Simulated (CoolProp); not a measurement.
Vapour-liquid equilibrium of ethanol (1) + p-xylene (2) at 360 K; x and y are mole fractions of (1).

The numbers come from the multi-fluid Helmholtz-energy mixture model, Schroeder 2014 and Zhou 2012; pair parameters Bell 2016 in CoolProp.

Q: Give the bubble pressure and the first vapour's composition at x = 0.05, 0.275, 0.8. Is there an azeotrope?

A: x = 0.05: 55.98 kPa, y = 0.648; x = 0.275: 107.7 kPa, y = 0.832; x = 0.8: 127.6 kPa, y = 0.907. No azeotrope shows between x = 0.05 and 0.95.

The pair parameters rest on a limited set of measurements; away from them the model extrapolates. With so large a gap from Raoult's law the liquid may split in two, which this calculation doesn't test in full.
